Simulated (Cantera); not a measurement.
A closed system holds: 1 mol Fe(CO)₅, 0.2 mol O₂, 0.37 mol H₂, at 1275 K and 0.100 bar.

Equilibrium computed with Cantera from the NASA thermochemical tables; the gas is ideal and each condensed phase is pure. Candidate condensed phases: C, C₆H₆, C₇H₈, C₈H₁₈, Fe, Fe(CO)₅, FeO, Fe(OH)₂, Fe(OH)₃, Fe₂O₃, Fe₃O₄, H₂O; 114 gas species. The numbers say what is thermodynamically allowed, not how fast it happens.

Base state: CO 0.864, CO₂ 0.0667, H₂ 0.0611, H₂O 0.00783 (mole fractions); condensed: Fe(γ).

**Question.** What changes in the equilibrium state with this change: H₂ from 0.37 to 58 mol?

**Answer.** 
```tsv
species	before	after
H₂	0.0611	0.915
CO	0.864	0.0790
H₂O	0.00783	0.00605
CO₂	0.0667	0.000314
CH₄	2.72e-8	1.08e-5
Fe(γ), mol	1.00	1.00
```
